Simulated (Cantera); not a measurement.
Charge: 1 mol NF3, 0.0064 mol SO2, 0.11 mol H2, at 2225 K and 75.0 Torr.

Equilibrium computed with Cantera from the NASA thermochemical tables; the gas is ideal and each condensed phase is pure. The tables' values for SOF2, SF3 are old estimates; treat these amounts as uncertain. Kinetics and transport are ignored.

| species | before | after |
|---|---|---|
| F | 0.792 | 0.791 |
| N2 | 0.143 | 0.142 |
| HF | 0.0628 | 0.0626 |
| O | 0.000247 | 0.00180 |
| S | 3.12e-6 | 0.000611 |
| SO2 | 0.000763 | 0.000164 |
| H | 3.11e-8 | 1.08e-5 |
| SOF2 | 0.000253 | 1.65e-6 |
| SF3 | 4.28e-5 | 3.16e-7 |
| SF2 | 0.000613 | 7.21e-5 |
| SO | 9.06e-5 | 0.000660 |
| SF | 5.21e-5 | 0.000305 |
Gas species are given as mole fractions.

Q: Which change was made?
A. H2 from 0.11 to 2.8 mol
B. H2 from 0.11 to 3.9 mol
C. SO2 from 0.0064 to 0.5 mol
D. temperature from 2225 K to 2723 K

A: D, temperature from 2225 K to 2723 K
